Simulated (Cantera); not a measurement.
A closed system holds: 1 mol Al, 3.4 mol HCl, 95 mol N2, held at 75.0 Torr.

These are equilibrium values from Cantera (NASA tables, ideal gas, pure condensed phases), not measurements of a reactor. Candidate condensed phases: Al, AlCl3, AlN, NH4Cl; 20 gas species. The numbers say what is thermodynamically allowed, not how fast it happens.

Problem. Which condensed phases are stable at each of these points (T (°C)): 700, 800, 900, 1000, 1100, 1200, 1300, 1400, 1500?

Solution. 
| T (°C) | condensed phases | Al condensed (%) |
|---|---|---|
| 700 | AlN(s) | 20.2 |
| 800 | AlN(s) | 18.8 |
| 900 | AlN(s) | 17.7 |
| 1000 | AlN(s) | 16.7 |
| 1100 | AlN(s) | 15.2 |
| 1200 | AlN(s) | 11.3 |
| 1300 | gas only | 0.0 |
| 1400 | gas only | 0.0 |
| 1500 | gas only | 0.0 |

From 700 °C to 1200 °C the condensed part is AlN(s). From 1300 °C to 1500 °C nothing is condensed.
